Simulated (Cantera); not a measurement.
# N2O furnace oxynitridation

An isothermal, constant-pressure homogeneous reactor starts with N2O : O2 = 1 : 0.3 (molar parts), at 1498 K and 10.00 Torr.

Model: GRI-Mech 3.0 (53 species, 325 reactions), integrated in Cantera. GRI-Mech 3.0 was tuned for natural gas; its chemistry of N2O as a main component is partial and can be far from experiment. Radical loss at walls, strong at low pressure, is not modelled. The temperature is held fixed by assumption; the heat of reaction is taken as removed at once.

```json
[
 {"t (s)": "7.00e-5", "x N2O": "0.769", "x O2": "0.231", "x NO2": "<1e-12", "x N2": "2.20e-5", "x NO": "1.28e-6"},
 {"t (s)": "0.000208", "x N2O": "0.769", "x O2": "0.231", "x NO2": "4.36e-12", "x N2": "7.41e-5", "x NO": "9.55e-6"},
 {"t (s)": "0.000619", "x N2O": "0.769", "x O2": "0.231", "x NO2": "9.57e-11", "x N2": "0.000261", "x NO": "5.54e-5"},
 {"t (s)": "0.00184", "x N2O": "0.768", "x O2": "0.231", "x NO2": "1.38e-9", "x N2": "0.000869", "x NO": "0.000225"},
 {"t (s)": "0.00548", "x N2O": "0.765", "x O2": "0.232", "x NO2": "1.41e-8", "x N2": "0.00268", "x NO": "0.000736"},
 {"t (s)": "0.0163", "x N2O": "0.757", "x O2": "0.233", "x NO2": "1.18e-7", "x N2": "0.00803", "x NO": "0.00224"},
 {"t (s)": "0.0485", "x N2O": "0.732", "x O2": "0.238", "x NO2": "7.86e-7", "x N2": "0.0235", "x NO": "0.00660"},
 {"t (s)": "0.144", "x N2O": "0.665", "x O2": "0.250", "x NO2": "3.62e-6", "x N2": "0.0659", "x NO": "0.0186"},
 {"t (s)": "0.429", "x N2O": "0.506", "x O2": "0.280", "x NO2": "1.16e-5", "x N2": "0.167", "x NO": "0.0469"},
 {"t (s)": "1.28", "x N2O": "0.241", "x O2": "0.330", "x NO2": "2.76e-5", "x N2": "0.334", "x NO": "0.0941"},
 {"t (s)": "3.80", "x N2O": "0.0343", "x O2": "0.370", "x NO2": "4.35e-5", "x N2": "0.465", "x NO": "0.131"},
 {"t (s)": "11.3", "x N2O": "0.000342", "x O2": "0.376", "x NO2": "9.47e-5", "x N2": "0.487", "x NO": "0.136"},
 {"t (s)": "33.6", "x N2O": "4.56e-6", "x O2": "0.376", "x NO2": "0.000112", "x N2": "0.488", "x NO": "0.136"},
 {"t (s)": "100", "x N2O": "4.52e-6", "x O2": "0.377", "x NO2": "0.000112", "x N2": "0.488", "x NO": "0.135"}
]
```
x: mole fraction; the columns are a selection and need not sum to one.

Equilibrium at this temperature and pressure: N2O 8.83e-9, O2 0.444, NO2 1.34e-6, N2 0.555, NO 0.00149 (gas phase only).
